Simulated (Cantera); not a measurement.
A perfectly stirred reactor is fed with 38.7 % H2, 12.9 % O2, 48.4 % N2, equivalence ratio 1.5, at 3.45 atm; it is adiabatic with a 700 K inlet, and is followed from long to short residence time, starting on the burning branch (τ in s: 0.28, 0.098, 0.034, 0.012, 0.004, 0.0014, 0.00048, 0.00017, 5.7e-05, 2e-05, 6.8e-06).

Detailed kinetics in Cantera: GRI-Mech 3.0 (53 species, 325 reactions). The hydrogen kinetics of GRI-Mech 3.0 are dated; newer H2 mechanisms differ, most at raised pressure.

Task: Predict: blow-out, bracketed by the residence times tried; x(H2) at τ = 0.280 s; x(O2) at τ = 0.280 s; x(O) at τ = 0.280 s; x(HO2) at τ = 0.280 s; x(NO) at τ = 0.280 s; x(H2) at τ = 1.40 ms; x(O2) at τ = 1.40 ms; x(O) at τ = 1.40 ms; x(HO2) at τ = 1.40 ms; x(NO) at τ = 1.40 ms.

Result: 
| Item | Value |
|---|---|
| blow-out, bracketed by the residence times tried | burning at 6.80 µs, the shortest tried |
| x(H2) at τ = 0.280 s | 0.147 |
| x(O2) at τ = 0.280 s | 6.07e-5 |
| x(O) at τ = 0.280 s | 7.32e-5 |
| x(HO2) at τ = 0.280 s | 8.16e-8 |
| x(NO) at τ = 0.280 s | 0.000345 |
| x(H2) at τ = 1.40 ms | 0.145 |
| x(O2) at τ = 1.40 ms | 0.000299 |
| x(O) at τ = 1.40 ms | 0.000207 |
| x(HO2) at τ = 1.40 ms | 3.75e-7 |
| x(NO) at τ = 1.40 ms | 0.000199 |
